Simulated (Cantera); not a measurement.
Thermodynamics of silicon epitaxy and polysilicon growth, feed SiCl₄ + HCl + N₂

Feed: 1 mol SiCl₄, 1.2 mol HCl, 3.6 mol N₂, held at 0.133 bar.

These are equilibrium values from Cantera (NASA tables, ideal gas, pure condensed phases), not measurements of a reactor. Candidate condensed phases: NH₄Cl, Si, Si₃N₄; 28 gas species. The tables' values for SiCl₃ are old estimates; treat these amounts as uncertain. The numbers say what is thermodynamically allowed, not how fast it happens.

| T (K) | log p N₂ | log p HCl | log p SiCl₄ | log p SiCl₃ |
|---|---|---|---|---|
| 850 | -1.08 | -1.56 | -1.64 | -9.44 |
| 900 | -1.08 | -1.56 | -1.64 | -8.68 |
| 950 | -1.08 | -1.56 | -1.64 | -7.99 |
| 1000 | -1.08 | -1.56 | -1.64 | -7.37 |
| 1050 | -1.08 | -1.56 | -1.64 | -6.81 |
| 1100 | -1.08 | -1.56 | -1.64 | -6.30 |
| 1150 | -1.08 | -1.56 | -1.64 | -5.85 |
| 1200 | -1.08 | -1.56 | -1.64 | -5.44 |
| 1250 | -1.08 | -1.56 | -1.64 | -5.07 |
| 1300 | -1.08 | -1.56 | -1.64 | -4.75 |
| 1350 | -1.08 | -1.56 | -1.64 | -4.45 |
| 1400 | -1.08 | -1.56 | -1.64 | -4.17 |
| 1450 | -1.08 | -1.56 | -1.64 | -3.92 |
| 1500 | -1.08 | -1.56 | -1.64 | -3.69 |
log p: log10 of the partial pressure in bar; nothing condenses.

From 850 K to 1500 K nothing is condensed. The main Si-bearing gas is SiCl₄ throughout.
